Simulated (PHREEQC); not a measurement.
Consider water at 18 °C with 2.3 mol NaOH and 0.63 mol H3BO3 per kg of water. Closed to the air; pH follows from the charge balance.

Equilibrium calculation in PHREEQC: Pitzer model, pitzer.dat.

| quantity | before | after |
|---|---|---|
| pH | 14.39 | 14.52 |
| ionic strength (mol/kgw) | 2.30 | 2.30 |

Question: What was changed between the two runs?
A. NaOH replaced by NaCl at the same molality
B. H3BO3 left out
C. 0.67 mol/kgw Na2CO3 added
D. H3BO3 from 0.63 to 0.567 mol/kgw
E. NaOH from 2.3 to 4.6 mol/kgw

Answer: B, H3BO3 left out

This is a speciation only: nothing precipitates in the calculation. In brines, pH and single-ion activities rest on the MacInnes convention.
